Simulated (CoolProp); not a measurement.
Vapour-liquid equilibrium of cyclohexane (1) + ethylbenzene (2) at 312.3 K; x and y are mole fractions of (1).

The numbers come from the multi-fluid Helmholtz-energy mixture model, Zhou 2014 and Zhou 2012; pair parameters Bell 2016 in CoolProp.

**Question.** Give the bubble pressure and the first vapour's composition at x = 0.05, 0.15, 0.75. Is there an azeotrope?

**Answer.** x = 0.05: 0.004136 MPa, y = 0.367; x = 0.15: 0.006827 MPa, y = 0.655; x = 0.75: 0.01928 MPa, y = 0.955. No azeotrope shows between x = 0.05 and 0.95.

The pair parameters rest on a limited set of measurements; away from them the model extrapolates.
